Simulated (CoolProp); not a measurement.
The fluid at 293.15 K and 0.233 MPa (gas) is heated at constant pressure to 370.7 K. The same conditions are run with several fluids, on thermodynamics alone (safety and materials aside).

Values from CoolProp's reference Helmholtz-energy equation of state of each fluid (R1132(E): Akasaka 2024; R507A: Lemmon 2003; R125: Lemmon 2005; nitrous oxide: Lemmon 2006; R407C: Lemmon 2003). Blends and air are pseudo-pure fits.

### Question
Rank R1132(E), R507A, R125, nitrous oxide, R407C by heat (kJ/kg), highest first.

### Answer
R1132(E) (78.9), R507A (72.8), nitrous oxide (71.4), R407C (69.9), R125 (66.2)

```
fluid          final density (kg/m³)
-------------  ---------------------
R1132(E)                        4.90
R507A                           7.61
R125                            9.22
nitrous oxide                   3.35
R407C                           6.63
```
